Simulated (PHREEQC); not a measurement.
A solution holds 1.3 mmol/kgw CdCl2, 8.6 mmol/kgw H3BO3 and 150 mmol/kgw FeSO4, at 25 °C. Closed to the air; pH follows from the charge balance.

Computed with PHREEQC (ion-association model, wateq4f.dat).

| Item | Value |
|---|---|
| pH | 5.70 |
| ionic strength | 0.316 mol/kgw |

```json
[
 {"species": "Fe+2", "molality": "0.0788", "activity": "0.0225", "log γ": "-0.544"},
 {"species": "SO4-2", "molality": "0.0775", "activity": "0.0191", "log γ": "-0.609"},
 {"species": "FeSO4", "molality": "0.0711", "activity": "0.0765", "log γ": "0.032"},
 {"species": "H3BO3", "molality": "0.00860", "activity": "0.00924", "log γ": "0.032"},
 {"species": "Cl-", "molality": "0.00250", "activity": "0.00169", "log γ": "-0.169"},
 {"species": "CdSO4", "molality": "0.000519", "activity": "0.000558", "log γ": "0.032"},
 {"species": "Cd(SO4)2-2", "molality": "0.000406", "activity": "0.000117", "log γ": "-0.541"},
 {"species": "Cd+2", "molality": "0.000352", "activity": "0.000101", "log γ": "-0.541"},
 {"species": "FeCl+", "molality": "7.43e-5", "activity": "5.27e-5", "log γ": "-0.149"},
 {"species": "CdCl+", "molality": "2.24e-5", "activity": "1.64e-5", "log γ": "-0.135"},
 {"species": "HSO4-", "molality": "5.30e-6", "activity": "3.70e-6", "log γ": "-0.157"},
 {"species": "FeOH+", "molality": "5.02e-6", "activity": "3.56e-6", "log γ": "-0.149"},
 {"species": "H2BO3-", "molality": "4.19e-6", "activity": "2.67e-6", "log γ": "-0.196"},
 {"species": "H+", "molality": "2.55e-6", "activity": "1.99e-6", "log γ": "-0.108"},
 {"species": "FeHSO4+", "molality": "1.37e-6", "activity": "1.00e-6", "log γ": "-0.135"},
 {"species": "CdCl2", "molality": "1.08e-7", "activity": "1.16e-7", "log γ": "0.032"}
]
```

This is a speciation only: nothing precipitates in the calculation.
